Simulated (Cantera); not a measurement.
Input: 1 mol SiO2, 1.3 mol SiCl4, 0.19 mol O2, held at 0.0100 bar.

Method: chemical equilibrium by Gibbs-energy minimisation in Cantera with the NASA 1993 tables (ideal gas, pure condensed phases). Candidate condensed phases: Si, SiO2; 15 gas species. The tables hold silica as quartz up to 1696 K and as liquid above; real silica turns to tridymite and cristobalite and melts near 1996 K. The numbers say what is thermodynamically allowed, not how fast it happens.

Q: Which condensed phases are stable at each of these points (T (K)): 723, 773, 823, 873, 923, 973, 1023, 1073, 1123, 1173, 1223, 1273, 1323?

A: 
```csv
T (K),condensed phases,Si condensed (%)
723,SiO2(α-quartz),51.7
773,SiO2(α-quartz),51.7
823,SiO2(α-quartz),51.7
873,SiO2(β-quartz),51.7
923,SiO2(β-quartz),51.7
973,SiO2(β-quartz),51.7
1023,SiO2(β-quartz),51.7
1073,SiO2(β-quartz),51.7
1123,SiO2(β-quartz),51.7
1173,SiO2(β-quartz),51.7
1223,SiO2(β-quartz),51.7
1273,SiO2(β-quartz),51.7
1323,SiO2(β-quartz),51.7
```

From 723 K to 823 K the condensed part is SiO2(α-quartz). From 873 K to 1323 K the condensed part is SiO2(β-quartz).
